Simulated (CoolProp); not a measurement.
Saturation properties of ethane (Tc = 32.2 °C, pc = 4.872 MPa, ω = 0.099).

Values from CoolProp's reference Helmholtz-energy equation of state, Bücker 2006.

```csv
T (°C),p (MPa),liquid density (kg/m³),vapour density (kg/m³),surface tension (mN/m),liquid viscosity (µPa s),liquid conductivity (mW/(m K))
-122.45,0.01023,584.4,0.2470,21.7,266,200
-118.75,0.01389,580.1,0.3278,21.1,251,196
-115.05,0.01856,575.8,0.4285,20.4,238,193
-111.45,0.02425,571.6,0.5487,19.9,225,189
-107.75,0.03149,567.2,0.6984,19.3,214,186
-104.05,0.04038,562.8,0.8786,18.7,203,182
-100.35,0.05117,558.3,1.093,18.1,193,178
-96.75,0.06374,553.9,1.339,17.5,184,175
-93.05,0.07909,549.4,1.634,16.9,176,171
```

It boils at -88.6 °C under 1 atm.

Viscosity comes from a separate model (Friend 1991). Thermal conductivity comes from a separate model (Friend 1991). Surface tension comes from a separate correlation (Mulero 2012).
